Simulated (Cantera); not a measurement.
Feed: 1 mol B, 2.5 mol H2, 5.4 mol N2, 2.6 mol H2O, equilibrated at 0.000810 bar.

Cantera equilibrium calculation (NASA polynomials, part measured and part estimated; ideal gas, pure solids and liquids). Candidate condensed phases: B, BN, B2O3, B3O3H3, H2O; 39 gas species. Equilibrium is a limit: real reactors are often held back by kinetics, nucleation or transport.

Which condensed phases are stable at each of these points (T (K)): 1173, 1323, 1473, 1623, 1773, 1923, 2073, 2223, 2373?


| T (K) | condensed phases | B condensed (%) |
|---|---|---|
| 1173 | B2O3(l) | 93.3 |
| 1323 | B2O3(l) | 55.4 |
| 1473 | gas only | 0.0 |
| 1623 | gas only | 0.0 |
| 1773 | gas only | 0.0 |
| 1923 | gas only | 0.0 |
| 2073 | gas only | 0.0 |
| 2223 | gas only | 0.0 |
| 2373 | gas only | 0.0 |

From 1173 K to 1323 K the condensed part is B2O3(l). From 1473 K to 2373 K nothing is condensed.
